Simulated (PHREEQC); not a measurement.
Make-up at 25 °C: 0.012 mol/kgw Cu(NO3)2, 0.0058 mol/kgw HBF4 and 0.018 mol/kgw KCl. Closed to the air; pH follows from the charge balance.

The numbers come from PHREEQC with the ion-association model, phreeqc.dat.

Precipitation was switched off in this run.

Q: Order these F species by the share of F that they hold, largest first: F-, BF4-, BF2(OH)2-, BF3OH-, HF.

A: BF4- (72 %), HF (19 %), BF3OH- (4.6 %), F- (3.3 %), BF2(OH)2- (0.96 %)

The pH is 2.33 and the ionic strength 0.0588 mol/kgw. Real BF4- forms and hydrolyses slowly; the run takes it at equilibrium.
